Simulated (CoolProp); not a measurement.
Computed with CoolProp (reference Helmholtz-energy equation of state, Gao 2020).

Question: Give the vapour pressure (bar), vapour density (kg/m³), liquid cp (kJ/(kg K)), surface tension (mN/m) of saturated ammonia at 266, 268.8, 285.7 K.

Answer: 
```json
[
 {"T (K)": "266", "p (bar)": "3.26", "vapour density (kg/m³)": "2.66", "liquid cp (kJ/(kg K))": "4.57", "surface tension (mN/m)": "28.0"},
 {"T (K)": "268.8", "p (bar)": "3.64", "vapour density (kg/m³)": "2.95", "liquid cp (kJ/(kg K))": "4.59", "surface tension (mN/m)": "27.3"},
 {"T (K)": "285.7", "p (bar)": "6.71", "vapour density (kg/m³)": "5.29", "liquid cp (kJ/(kg K))": "4.68", "surface tension (mN/m)": "23.4"}
]
```

Surface tension comes from a separate correlation (Mulero 2012).
